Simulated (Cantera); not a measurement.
Charge: 1 mol PbO, 2.3 mol H2, at 10.0 Torr.

Method: chemical equilibrium by Gibbs-energy minimisation in Cantera with the NASA 1993 tables (ideal gas, pure condensed phases). Candidate condensed phases: H2O, Pb, PbO, PbO2, Pb3O4; 12 gas species. Kinetics and transport are ignored.

x: gas mole fraction; n: condensed amount in mol.

```csv
T (K),x H2,x H2O,x Pb,x PbO,n Pb(s),n Pb(l)
500,0.565,0.435,<1e-12,<1e-12,1.00,0
575,0.565,0.435,7.19e-11,<1e-12,1.00,0
650,0.565,0.435,7.02e-9,<1e-12,0,1.00
725,0.565,0.435,2.53e-7,<1e-12,0,1.000
800,0.565,0.435,4.61e-6,<1e-12,0,1.000
875,0.565,0.435,5.06e-5,…,0,1.000
950,0.565,0.435,0.000377,…,0,0.999
1025,0.564,0.434,0.00209,…,0,0.995
1100,0.560,0.431,0.00909,…,0,0.979
1175,0.547,0.421,0.0327,…,0,0.922
1250,0.509,0.391,0.100,…,0,0.744
1325,0.412,0.317,0.270,…,0,0.147
1400,0.394,0.303,0.303,…,0,0
```

What belongs in the gaps?


- 875, x PbO: 1.33e-11
- 950, x PbO: 3.72e-10
- 1025, x PbO: 6.36e-9
- 1100, x PbO: 7.37e-8
- 1175, x PbO: 6.24e-7
- 1250, x PbO: 4.08e-6
- 1325, x PbO: 2.15e-5
- 1400, x PbO: 4.39e-5
